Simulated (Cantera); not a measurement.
Cantera run, input and output.

```python
import numpy as np
import cantera as ct

gas = ct.Solution("h2o2.yaml")
gas.TPX = 1398, 13000, {'H2': 0.42, 'O2': 3.3, 'N2': 16}
inlet = ct.Reservoir(gas, clone=True)

reactor = ct.IdealGasConstPressureReactor(gas, energy="off", clone=False)
exhaust = ct.Reservoir(gas, clone=True)
tau = [2.1, 0.76, 0.27, 0.099, 0.036, 0.013, 0.0047, 0.0017, 0.00061][0]
for a, b in ((inlet, reactor), (reactor, exhaust)):
    ct.MassFlowController(a, b, mdot=lambda t: reactor.mass / tau)
net = ct.ReactorNet([reactor])
show = ['H2', 'O2', 'H2O', 'H2O2', 'HO2', 'OH', 'H']

rows = []
print(f"{'tau/s':>10s}{'T/K':>9s}" + "".join(f"{s:>11s}" for s in show))
for tau in [2.1, 0.76, 0.27, 0.099, 0.036, 0.013, 0.0047, 0.0017, 0.00061]:
    net.initial_time = 0.0
    net.advance(30 * tau)
    before = gas.X
    net.advance(40 * tau)
    drift = np.max(np.abs(gas.X - before) / (gas.X + 1e-9))
    rows.append([gas.T, *gas[show].X, drift])
    print(f"{tau:10.3e}{gas.T:9.1f}" + "".join(f"{x:11.3e}" for x in gas[show].X))
```

Result:

```
     tau/s      T/K         H2         O2        H2O       H2O2        HO2         OH          H
 2.100e+00   1398.0  1.798e-05  1.582e-01  2.137e-02  1.991e-08  4.244e-07  2.605e-04  5.972e-06
 7.600e-01   1398.0  3.434e-05  1.581e-01  2.130e-02  3.091e-08  7.077e-07  3.646e-04  1.639e-05
 2.700e-01   1398.0  6.569e-05  1.579e-01  2.117e-02  4.649e-08  1.127e-06  5.122e-04  4.541e-05
 9.900e-02   1398.0  1.217e-04  1.576e-01  2.097e-02  6.622e-08  1.660e-06  7.086e-04  1.196e-04
 3.600e-02   1398.0  2.226e-04  1.571e-01  2.063e-02  9.022e-08  2.282e-06  9.721e-04  3.062e-04
 1.300e-02   1398.0  3.991e-04  1.562e-01  2.005e-02  1.165e-07  2.910e-06  1.307e-03  7.335e-04
 4.700e-03   1398.0  6.938e-04  1.551e-01  1.911e-02  1.417e-07  3.441e-06  1.690e-03  1.540e-03
 1.700e-03   1398.0  1.194e-03  1.541e-01  1.781e-02  1.657e-07  3.819e-06  2.081e-03  2.655e-03
 6.100e-04   1398.0  2.178e-03  1.540e-01  1.608e-02  1.948e-07  4.073e-06  2.470e-03  3.686e-03
```

Model: the H2/O2 subset of GRI-Mech 3.0, which has no nitrogen chemistry, integrated in Cantera.
